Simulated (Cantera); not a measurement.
Input: 1 mol CH3SiH3, 0.46 mol C2H4, 540 mol H2, held at 1173.15 K and 0.930 bar.

Method: chemical equilibrium by Gibbs-energy minimisation in Cantera with the NASA 1993 tables (ideal gas, pure condensed phases). Candidate condensed phases: C, C6H6, C7H8, C8H18, Si, SiC; 87 gas species. The feed counts by its element totals alone. The numbers say what is thermodynamically allowed, not how fast it happens.

Base state: H2 0.998, CH4 0.00169 (mole fractions); condensed: SiC(s).

### Question
What changes in the equilibrium state with this change: C2H4 from 0.46 to 0.034 mol?

### Answer
```
species       before     after
-----------  -------  --------
H2             0.998     1.000
CH4          0.00169  0.000125
SiC(s), mol    1.000     1.000
```
